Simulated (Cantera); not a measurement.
Input: 1 mol Si3H8, 0.059 mol HCl, 300 mol N2, held at 948.15 K and 1.00 bar.

Equilibrium computed with Cantera from the NASA thermochemical tables; the gas is ideal and each condensed phase is pure. Candidate condensed phases: NH4Cl, Si, Si3N4; 28 gas species. The feed counts by its element totals alone. N2 is the only nitrogen source here; it is nearly inert below about 1500 K, so the nitride shown seldom forms there in practice. Kinetics and transport are ignored.

Base state: N2 0.987, H2 0.0132, HCl 0.000195 (mole fractions); condensed: Si3N4(s).

Q: What changes in the equilibrium state with this change: Si3H8 replaced by SiCl4?

A: 
| species | before | after |
|---|---|---|
| N2 | 0.987 | 0.996 |
| SiCl4 | <1e-9 | 0.00332 |
| HCl | 0.000195 | 0.000196 |
| H2 | 0.0132 | <1e-9 |
| Si3N4(s), mol | 1.00 | 0 |
